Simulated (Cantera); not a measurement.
A perfectly stirred reactor is fed with CH4 : C2H6 : C3H8 : O2 : N2 = 1 : 0.23 : 0.039 : 1.67 : 6.27 (molar parts), equivalence ratio 1.8, at 1.60 bar; it is adiabatic with a 550 K inlet, and is followed from long to short residence time, starting on the burning branch (τ in s: 0.22, 0.076, 0.027, 0.0095, 0.0034, 0.0012, 0.00042, 0.00015, 5.2e-05, 1.9e-05, 6.5e-06).

Detailed kinetics in Cantera: GRI-Mech 3.0 (53 species, 325 reactions).

### Question
What does this change do: 0.35 parts CO2 added?

### Answer
```csv
quantity,before,after
"blow-out, bracketed by the residence times tried","burning at 1.20 ms, out at 0.420 ms","burning at 1.20 ms, out at 0.420 ms"
x(CH4) at τ = 0.220 s,0.00289,0.00403
x(C2H6) at τ = 0.220 s,1.23e-6,2.66e-6
x(C3H8) at τ = 0.220 s,4.00e-8,6.34e-8
x(C2H2) at τ = 0.220 s,0.00217,0.00312
x(C2H4) at τ = 0.220 s,1.47e-5,2.82e-5
x(CH4) at τ = 1.20 ms,0.0111,0.0144
x(C2H6) at τ = 1.20 ms,0.000154,0.000365
x(C3H8) at τ = 1.20 ms,6.09e-6,1.33e-5
x(C2H2) at τ = 1.20 ms,0.00913,0.00786
x(C2H4) at τ = 1.20 ms,0.000844,0.00163
```
